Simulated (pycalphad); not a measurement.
Computed with pycalphad from the COST 507 light-alloy database (1999), at 1 atm. The database dates from 1999; later assessments differ in places, in temperatures and in the compounds included. Kinetics are ignored, which matters at the lower temperatures.

Question: How does the equilibrium phase assembly of Ti-6.35C (at.%) change on cooling from 2850 K to 550 K?

Answer: 
```tsv
T (K)	phases above	phases below
2202.0	LIQUID	FCC_A1 + LIQUID
1919 ± 6	FCC_A1 + LIQUID	BCC_A2 + FCC_A1
1189.9	BCC_A2 + FCC_A1	FCC_A1 + HCP_A3
```
Changes were sought between steps of 100 K, so a narrower field can be missed.

FCC_A1 is fcc; BCC_A2 is bcc; HCP_A3 is hcp. The fcc model also describes the rock-salt carbide or nitride (TiC, TiN, HfC).
